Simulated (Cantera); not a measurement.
Input: 1 mol Si, a varied amount of Br2, 2.3 mol N2, held at 1325 K and 1.10 Pa.

Equilibrium computed with Cantera from the NASA thermochemical tables; the gas is ideal and each condensed phase is pure. Candidate condensed phases: Br2, Si, Si3N4; 13 gas species. N2 is the only nitrogen source here; it is nearly inert below about 1500 K, so the nitride shown seldom forms there in practice. The tables' values for SiBr3, SiBr are old estimates; treat these amounts as uncertain. The numbers say what is thermodynamically allowed, not how fast it happens.

x: gas mole fraction; n: condensed amount in mol.

| n(Br2) (mol) | x N2 | x Br | x SiBr2 | x SiBr4 | x SiBr3 | x Br2 | x SiBr | n Si3N4(s) |
|---|---|---|---|---|---|---|---|---|
| 0.88 | 0.683 | 0.0729 | 0.243 | 0.000128 | 0.000914 | 5.34e-6 | 9.71e-5 | 0.0786 |
| 1 | 0.664 | 0.0748 | 0.260 | ___ | 0.00101 | 5.62e-6 | 0.000102 | ___ |
| 1.2 | 0.623 | 0.106 | 0.269 | 0.000302 | 0.00148 | 1.14e-5 | 7.38e-5 | 0 |
| 1.4 | 0.563 | 0.192 | 0.242 | 0.000883 | 0.00239 | 3.70e-5 | 3.68e-5 | 0 |
| 1.7 | 0.493 | 0.293 | 0.209 | 0.00179 | 0.00317 | 8.64e-5 | 2.08e-5 | 0 |
| 2 | ___ | ___ | ___ | ___ | 0.00354 | ___ | 1.45e-5 | 0 |
| 2.3 | 0.394 | 0.435 | 0.164 | 0.00309 | 0.00370 | 0.000190 | 1.10e-5 | 0 |
| 2.7 | 0.347 | 0.502 | 0.144 | 0.00359 | 0.00372 | 0.000253 | 8.35e-6 | 0 |
| 3.2 | 0.302 | 0.566 | 0.124 | 0.00395 | 0.00362 | 0.000322 | 6.38e-6 | 0 |
| 3.8 | 0.262 | 0.624 | 0.106 | 0.00412 | 0.00343 | 0.000392 | 4.96e-6 | 0 |
| 4.5 | 0.226 | 0.675 | 0.0909 | 0.00412 | 0.00317 | 0.000459 | 3.93e-6 | 0 |

Q: Fill in the missing entries.

A: 
- 1, x SiBr4: 0.000145
- 1, n Si3N4(s): 0.0423
- 2, x N2: 0.438
- 2, x Br: 0.372
- 2, x SiBr2: 0.184
- 2, x SiBr4: 0.00253
- 2, x Br2: 0.000139
